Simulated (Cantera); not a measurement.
A closed system holds: 1 mol Si3N4, a varied amount of H2O, 2.6 mol H2, 6.8 mol NF3, equilibrated at 1775 °C and 750 Torr.

Cantera equilibrium calculation (NASA polynomials, part measured and part estimated; ideal gas, pure solids and liquids). Candidate condensed phases: H2O, Si, SiO2, Si2N2O, Si3N4; 58 gas species. Kinetics and transport are ignored.

Question: At 0.39 mol H2O, list the 4 most abundant gas species with their mole fractions, and the condensed phases.

Answer: HF 0.352, N2 0.317, SiF4 0.177, F 0.142. Condensed: gas only.
